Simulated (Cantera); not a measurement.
Charge: 1 mol Si, 1.9 mol CO2, 780 mol N2, equilibrated at 1750 K and 100 Torr.

Method: chemical equilibrium by Gibbs-energy minimisation in Cantera with the NASA 1993 tables (ideal gas, pure condensed phases). Candidate condensed phases: C, Si, SiC, SiO2, Si2N2O, Si3N4; 34 gas species. The tables hold silica as quartz up to 1696 K and as liquid above; real silica turns to tridymite and cristobalite and melts near 1996 K. Equilibrium is a limit: real reactors are often held back by kinetics, nucleation or transport.

Base state: N2 0.997, CO 0.00240, SiO 0.000154, CO2 2.60e-5 (mole fractions); condensed: SiO2(condensed).

Problem. What changes in the equilibrium state with this change: temperature from 1750 K to 2098 K?

Solution. 
| species | before | after |
|---|---|---|
| N2 | 0.997 | 0.996 |
| CO | 0.00240 | 0.00166 |
| SiO | 0.000154 | 0.00102 |
| O | <1e-9 | 1.36e-5 |
| O2 | <1e-9 | 1.32e-5 |
| NO | 3.06e-8 | 8.82e-5 |
| CO2 | 2.60e-5 | 0.000764 |
| SiO2(condensed), mol | 0.880 | 0 |
| SiO2(l), mol | 0 | 0.194 |
